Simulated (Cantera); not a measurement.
**Thermodynamics of iron carbonyl, mercury and lead vapours, feed Pb + O₂ + N₂**

Input: 1 mol Pb, a varied amount of O₂, 0.26 mol N₂, held at 2.50 mbar.

Equilibrium computed with Cantera from the NASA thermochemical tables; the gas is ideal and each condensed phase is pure. Candidate condensed phases: Pb, PbO, PbO₂, Pb₃O₄; 12 gas species. Each liquid is taken as pure. Mutual solubility and eutectic melting of coexisting phases are not modelled. Equilibrium is a limit: real reactors are often held back by kinetics, nucleation or transport.

Question: Map the stable condensed phases over T = 825, 900, 975, 1050, 1125, 1200, 1275, 1350, 1425 K and n(O₂) in mol = 0.085, 0.12, 0.16, 0.21, 0.29, 0.39, 0.53, 0.71, 0.96.

Answer: 
```
T in K \ n(O₂) in mol
         0.085  0.12  0.16  0.21  0.29  0.39  0.53  0.71  0.96
   1425      A     A     A     A     A     A     A     A     A
   1350      A     A     A     A     B     B     B     B     B
   1275      B     B     B     B     B     B     B     B     B
   1200      C     C     C     C     C     C     B     B     B
   1125      C     C     C     C     C     C     B     B     B
   1050      C     C     C     C     C     C     B     B     B
    975      C     C     C     C     C     C     B     B     B
    900      C     C     C     C     C     C     B     B     B
    825      C     C     C     C     C     C     B     B     B
```
A: gas only; B: PbO; C: Pb + PbO.
